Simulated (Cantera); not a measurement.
What does this Cantera script print?

```python
import numpy as np
import cantera as ct

gas = ct.Solution("gri30.yaml")
gas.TPX = 1325, 101325, {'C2H6': 1, 'N2': 1.5}
reactor = ct.IdealGasConstPressureReactor(gas, energy="off", clone=False)
net = ct.ReactorNet([reactor])
net.rtol, net.atol = 1e-08, 1e-18
show = ['C2H6', 'C2H2', 'CH2', 'C2H', 'H']
times = np.geomspace(0.0001, 20, 13)

steps = ct.SolutionArray(gas, extra=["t"])
rows = []
print(f"{'t/s':>10s}{'T/K':>9s}{'P/Pa':>11s}" + "".join(f"{s:>11s}" for s in show))
for t in times:
    while net.time < t:
        t_next = net.step()
        steps.append(gas.state, t=t_next)
    rows.append([np.interp(t, steps.t, y) for y in (steps.T, steps.P, *steps(*show).X.T)])
    print(f"{t:10.3e}{rows[-1][0]:9.1f}{rows[-1][1]:11.4g}" + "".join(f"{x:11.3e}" for x in rows[-1][2:]))
rate = np.gradient(steps.T, steps.t)
print("integrator steps:", len(steps.t))
if steps.T.max() > steps.T[0] + 200:
    print(f"time of steepest temperature rise: {steps.t[rate.argmax()]:.4e} s")
gas.TPX = 1325, 101325, {'C2H6': 1, 'N2': 1.5}
gas.equilibrate("TP")
print(f"equilibrium (TP): T = {gas.T:.1f} K  " + "  ".join(f"{s} {gas[s].X[0]:.3e}" for s in show))
```

Result:

```
       t/s      T/K       P/Pa       C2H6       C2H2        CH2        C2H          H
 1.000e-04   1325.0  1.013e+05  3.790e-01  4.352e-05  1.356e-08  1.703e-11  8.858e-06
 2.765e-04   1325.0  1.013e+05  3.321e-01  4.783e-04  1.298e-08  6.144e-11  9.556e-06
 7.647e-04   1325.0  1.013e+05  2.310e-01  2.884e-03  1.057e-08  1.682e-10  1.089e-05
 2.115e-03   1325.0  1.013e+05  8.737e-02  1.203e-02  6.017e-09  4.453e-10  1.287e-05
 5.848e-03   1325.0  1.013e+05  1.170e-02  3.357e-02  1.305e-09  6.857e-10  9.160e-06
 1.617e-02   1325.0  1.013e+05  2.281e-03  5.853e-02  2.806e-10  5.661e-10  4.714e-06
 4.472e-02   1325.0  1.013e+05  1.518e-03  8.971e-02  1.921e-10  7.054e-10  4.122e-06
 1.237e-01   1325.0  1.013e+05  1.118e-03  1.213e-01  1.475e-10  8.036e-10  3.678e-06
 3.420e-01   1325.0  1.013e+05  8.933e-04  1.322e-01  1.181e-10  7.257e-10  3.009e-06
 9.457e-01   1325.0  1.013e+05  7.611e-04  1.312e-01  9.574e-11  5.798e-10  2.250e-06
 2.615e+00   1325.0  1.013e+05  6.094e-04  1.290e-01  7.071e-11  4.340e-10  1.532e-06
 7.232e+00   1325.0  1.013e+05  4.735e-04  1.266e-01  5.085e-11  3.263e-10  1.028e-06
 2.000e+01   1325.0  1.013e+05  3.929e-04  1.248e-01  4.038e-11  2.696e-10  7.748e-07
integrator steps: 1522
equilibrium (TP): T = 1325.0 K  C2H6 3.237e-04  C2H2 9.445e-02  CH2 3.414e-11  C2H 1.879e-10  H 7.388e-07
```

Computed with Cantera and GRI-Mech 3.0 (53 species, 325 reactions). GRI-Mech 3.0 stops at C3 and has no aromatics, soot or wall deposition, so with more carbon than oxygen in the feed, carbon stays in small species such as C2H2 where larger ones or solid carbon would form.
